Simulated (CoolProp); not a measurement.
Saturation properties of water (Tc = 373.9 °C, pc = 220.6 bar, ω = 0.344).

Model: reference Helmholtz-energy equation of state, Wagner 2002, in CoolProp.

```
T (°C)  p (bar)  liquid density (kg/m³)  vapour density (kg/m³)  enthalpy of vaporisation (kJ/kg)  liquid viscosity (µPa s)
------  -------  ----------------------  ----------------------  --------------------------------  ------------------------
124.45    2.283                   939.5                   1.278                              2190                       223
127.15    2.480                   937.2                   1.381                              2182                       218
129.95    2.699                   934.9                   1.495                              2174                       213
132.65    2.924                   932.6                   1.612                              2166                       208
135.35    3.164                   930.2                   1.735                              2158                       204
138.15    3.430                   927.8                   1.872                              2150                       199
140.85    3.703                   925.4                   2.012                              2142                       195
143.65    4.005                   922.9                   2.165                              2133                       191
146.35    4.314                   920.4                   2.322                              2125                       187
149.05    4.642                   917.9                   2.488                              2117                       184
151.85    5.003                   915.3                   2.669                              2108                       180
```

It boils at 100.0 °C under 1 atm.

Viscosity comes from a separate model (Huber 2009).
